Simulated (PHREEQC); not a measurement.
A made-up water analysis in mg/L, 25 °C, pH 6.32, pe -1.1: Na 26900; K 196; Ca 211; Mg 2600; Cl 21800; S(6) as SO4 1640; Alkalinity as HCO3 1.2; Sr 9.86; Br 90.9.

Valence states are taken as typed.

Model: ion-association model, phreeqc.dat, run in PHREEQC.

No solid was allowed to form.

### Question
Estimate the activity of water, charge-balance error, density.

### Answer
activity of water 0.966; charge-balance error 37.2 %; density 1.043 g/cm³.

### Question
In which forms is Mg present?

### Answer
Mg+2 95 %, MgSO4 4.7 % of the Mg.

The ionic strength is past about 0.7 mol/kgw, beyond the range of this activity model, so the values are rough.
